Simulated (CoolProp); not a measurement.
Vapour-liquid equilibrium of propane (1) + n-butane (2) at 254.3 K; x and y are mole fractions of (1).

Values from CoolProp's multi-fluid Helmholtz-energy mixture model, Lemmon 2009 and Bücker 2006; pair parameters Kunz 2012.

**Question.** Give the bubble pressure and the first vapour's composition at x = 0.05, 0.25, 0.45. Is there an azeotrope?

**Answer.** x = 0.05: 0.5736 bar, y = 0.208; x = 0.25: 0.9737 bar, y = 0.624; x = 0.45: 1.384 bar, y = 0.802. No azeotrope shows between x = 0.05 and 0.95.

Pair parameters are fitted to limited data, so mixtures are less certain than the pure fluids.
